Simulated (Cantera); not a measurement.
## Equilibrium for boron, boron nitride and boron oxide: BF₃ + N₂ + H₂

A closed system holds: 1 mol BF₃, 1.4 mol N₂, a varied amount of H₂, equilibrated at 1350 K and 71.0 mbar.

Cantera equilibrium calculation (NASA polynomials, part measured and part estimated; ideal gas, pure solids and liquids). Candidate condensed phases: B, BN; 31 gas species. N₂ is the only nitrogen source here; it is nearly inert below about 1500 K, so the nitride shown seldom forms there in practice. The tables' values for BF₂ are old estimates; treat these amounts as uncertain. The numbers say what is thermodynamically allowed, not how fast it happens.

```csv
n(H₂) (mol),x H₂,x N₂,x BF₃,x HF,x BHF₂,n BN(s)
5,0.662,0.185,0.126,0.0260,0.000827,0.0619
5.9,0.698,0.165,0.112,0.0251,0.000798,0.0672
6.9,0.729,0.147,0.0989,0.0242,0.000768,0.0725
8.2,0.762,0.128,0.0861,0.0231,0.000732,0.0789
9.6,0.789,0.113,0.0755,0.0220,0.000696,0.0852
11,0.810,0.101,0.0671,0.0211,0.000665,0.0910
13,0.834,0.0877,0.0579,0.0199,0.000626,0.0986
16,0.860,0.0731,0.0478,0.0184,0.000577,0.109
19,0.879,0.0627,0.0406,0.0172,0.000537,0.118
22,0.893,0.0548,0.0352,0.0161,0.000503,0.127
26,0.908,0.0469,0.0299,0.0150,0.000466,0.137
30,0.919,0.0409,0.0259,0.0141,0.000436,0.147
36,0.931,0.0344,0.0215,0.0129,0.000399,0.160
```
x: gas mole fraction; n: condensed amount in mol.

From 5 mol H₂ to 36 mol H₂ the condensed part is BN(s). The main B-bearing gas is BF₃ throughout. The share of B in condensed phases is highest at 36 mol H₂ (16.0 %) and lowest at 5 mol H₂ (6.2 %).
